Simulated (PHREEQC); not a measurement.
Make-up at 20 °C: 16 mmol/kgw HI. Closed to the air; pH follows from the charge balance.

Model: ion-association model, wateq4f.dat, run in PHREEQC.

| Property | Result |
|---|---|
| pH | 1.84 |
| ionic strength | 0.0160 mol/kgw |
| total alkalinity | -16.0 meq/kg |

```tsv
species	molality	activity	log γ
H+	0.0160	0.0144	-0.047
I-	0.0160	0.0141	-0.054
```

This is a speciation only: nothing precipitates in the calculation.
